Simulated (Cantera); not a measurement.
Charge: 1 mol CaO, 10 mol HBr, held at 452 °C and 0.113 Torr.

Equilibrium computed with Cantera from the NASA thermochemical tables; the gas is ideal and each condensed phase is pure. Candidate condensed phases: Br₂, Ca, CaBr₂, CaO, Ca(OH)₂, H₂O; 19 gas species. Rates play no part.

Base state: HBr 0.889, H₂O 0.111, H₂ 6.12e-5, Br₂ 4.33e-5, Br 3.58e-5 (mole fractions); condensed: CaBr₂(s).

### Question
What changes in the equilibrium state with this change: temperature from 452 °C to 1125 °C?

### Answer
```
species         before     after
-------------  -------  --------
HBr              0.889     0.608
Br             3.58e-5     0.137
CaBr₂          5.43e-9    0.0932
H₂             6.12e-5    0.0684
H₂O              0.111    0.0932
H                <1e-9  0.000101
Br₂            4.33e-5  0.000100
CaBr₂(s), mol     1.00         0
```

### Question
What changes in the equilibrium state with this change: 0.17 mol O₂ added?

### Answer
```json
[
 {"species": "HBr", "before": "0.889", "after": "0.813"},
 {"species": "H₂O", "before": "0.111", "after": "0.149"},
 {"species": "Br₂", "before": "4.33e-5", "after": "0.0372"},
 {"species": "H₂", "before": "6.12e-5", "after": "5.95e-8"},
 {"species": "Br", "before": "3.58e-5", "after": "0.00105"},
 {"species": "CaBr₂(s), mol", "before": "1.00", "after": "1.00"}
]
```
